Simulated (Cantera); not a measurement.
Input: 1 mol C, 5.2 mol H2, 0.78 mol O2, at 1325 K and 10.0 bar.

Cantera equilibrium calculation (NASA polynomials, part measured and part estimated; ideal gas, pure solids and liquids). Candidate condensed phases: C, C6H6, C7H8, C8H18, H2O; 110 gas species. Rates play no part.

Base state: H2 0.752, CO 0.150, H2O 0.0854, CO2 0.00913, CH4 0.00360 (mole fractions); condensed: gas only.

Question: What changes in the equilibrium state with this change: O2 from 0.78 to 0.043 mol?

Answer: 
```tsv
species	before	after
H2	0.752	0.925
CH4	0.00360	0.0575
CO	0.150	0.0161
H2O	0.0854	0.00107
CO2	0.00913	1.00e-5
C2H4	8.97e-8	1.51e-5
C(graphite), mol	0	0.632
```
